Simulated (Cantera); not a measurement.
# Gas-phase reforming

An isothermal, constant-pressure homogeneous reactor starts with 31.2 % CH4, 68.8 % CO2, at 1350 K and 760 Torr.

Detailed kinetics in Cantera: GRI-Mech 3.0 (53 species, 325 reactions).

```csv
t (s),x CH4,x CO2,x H2,x C2H4,x CH2,x H2O,x C2H
0.000300,0.312,0.687,1.58e-6,2.35e-9,<1e-12,2.63e-8,<1e-12
0.00120,0.312,0.687,6.55e-6,1.09e-7,6.67e-12,1.09e-7,<1e-12
0.00482,0.312,0.687,2.81e-5,1.45e-6,1.19e-11,4.75e-7,<1e-12
0.0193,0.312,0.687,0.000123,1.23e-5,1.88e-11,2.21e-6,<1e-12
0.0775,0.311,0.687,0.000630,0.000143,4.05e-11,1.51e-5,<1e-12
0.311,0.308,0.686,0.00397,0.00114,6.10e-11,0.000214,1.98e-12
1.24,0.292,0.675,0.0185,0.00221,5.31e-11,0.00340,1.97e-11
4.99,0.242,0.618,0.0444,0.00297,6.93e-11,0.0343,7.46e-11
20.0,0.127,0.435,0.0582,0.00603,2.65e-10,0.151,2.26e-10
```
x: mole fraction; the columns are a selection and need not sum to one.

Equilibrium at this temperature and pressure: CH4 2.68e-6, CO2 0.113, H2 0.267, C2H4 5.67e-12, CH2 <1e-12, H2O 0.118, C2H <1e-12 (gas phase only).
